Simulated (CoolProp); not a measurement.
Saturated liquid density (kg/m³) of R21: the reference equation beside estimates from Tc = 452.7 K, pc = 52.89 bar, ω = 0.206. Rackett uses Z = 0.29056 − 0.08775 ω.

The numbers come from the reference Helmholtz-energy equation of state, Platzer 1990 in CoolProp. This equation is an older, rougher fit; its heat capacities, sound speeds and derivatives of the liquid may be far off and weren't checked against measurements.

```
T (K)  reference  Rackett  Redlich-Kwong
-----  ---------  -------  -------------
306.1       1348     1362           1226
318.8       1316     1329           1191
331.5       1283     1295           1154
344.2       1247     1260           1114
356.9       1210     1222           1072
369.6       1170     1182           1026
382.3       1127     1139          976.2
395         1079     1092          921.7
407.7       1025     1040          860.9
420.4      962.3    978.3          791.3
```

Absolute difference from the reference over all 10 rows, mean and median: Rackett 1.1 and 1.0 %, Redlich-Kwong 12.5 and 11.9 %.
